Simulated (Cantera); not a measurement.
A perfectly stirred reactor is fed with 6.93 % CH₃OH, 19.6 % O₂, 73.5 % N₂, at 5.00 bar; it is adiabatic with a 575 K inlet, and is followed from long to short residence time, starting on the burning branch (τ in s: 0.051, 0.019, 0.0071, 0.0026, 0.00098, 0.00036, 0.00014, 5e-05, 1.9e-05).

Cantera simulation using GRI-Mech 3.0 (53 species, 325 reactions); the numbers are that mechanism's predictions, not measurements. GRI-Mech 3.0 was tuned for natural gas; its chemistry of methanol as a main component is partial and can be far from experiment.

x: mole fraction; the columns are a selection and need not sum to one.

```csv
τ (s),T (K),x CH₃OH,x O₂,x NO,x C₂H₆,x C₂H₂,x CH₂O
0.051,1810,2.84e-6,0.0890,1.29e-5,<1e-12,<1e-12,2.11e-6
0.019,1808,6.04e-6,0.0890,9.30e-6,<1e-12,1.41e-12,4.54e-6
0.0071,1803,1.23e-5,0.0892,7.66e-6,<1e-12,2.33e-12,9.42e-6
0.0026,1795,2.52e-5,0.0895,6.41e-6,1.57e-12,4.05e-12,1.96e-5
0.00098,1780,?,0.0902,?,5.09e-12,9.06e-12,?
0.00036,1748,0.000114,0.0920,2.90e-6,2.99e-11,3.18e-11,9.16e-5
0.00014,575,0.0693,0.196,<1e-12,<1e-12,<1e-12,<1e-12
5.0e-5,575,0.0693,0.196,<1e-12,<1e-12,<1e-12,<1e-12
1.9e-5,575,0.0693,0.196,<1e-12,<1e-12,<1e-12,<1e-12
```

Problem. Some entries are withheld; supply them.

Solution. 
- 0.00098, x CH₃OH: 5.10e-5
- 0.00098, x NO: 4.87e-6
- 0.00098, x CH₂O: 4.05e-5
